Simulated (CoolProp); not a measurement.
Model: reference Helmholtz-energy equation of state, Schmidt 1985, in CoolProp. Above 300 K oxygen's equation is extrapolated.

### Question
For oxygen, give the phase and the cv (kJ/(kg K)), conductivity (mW/(m K)) at 381.1 K and 1.51 MPa; 381.1 K and 2.02 MPa; 381.1 K and 2.52 MPa.

### Answer
- 381.1 K and 1.51 MPa: gas; cv 0.678, conductivity 33.1
- 381.1 K and 2.02 MPa: gas; cv 0.679, conductivity 33.3
- 381.1 K and 2.52 MPa: gas; cv 0.679, conductivity 33.5

Thermal conductivity comes from a separate model (Lemmon 2004).
